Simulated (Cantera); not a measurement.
An adiabatic, constant-pressure homogeneous reactor starts with 12.2 % H2, 18.5 % O2, 69.3 % N2, equivalence ratio 0.33, at 1475 K and 140000 Pa.

Computed with Cantera and the H2/O2 subset of GRI-Mech 3.0, which has no nitrogen chemistry.

One state of this run: T (K) = 2288; x H2 = 0.000572; x O2 = 0.130; x H = 0.000185; x OH = 0.00640; x O = 0.00142; x H2O = 0.125. x: mole fraction; the columns are a selection and need not sum to one.

### Question
Which value of t (s) does it belong to?
A) 0.000119
B) 1.54e-5
C) 0.151
D) 2.00e-6

### Answer
C, 0.151
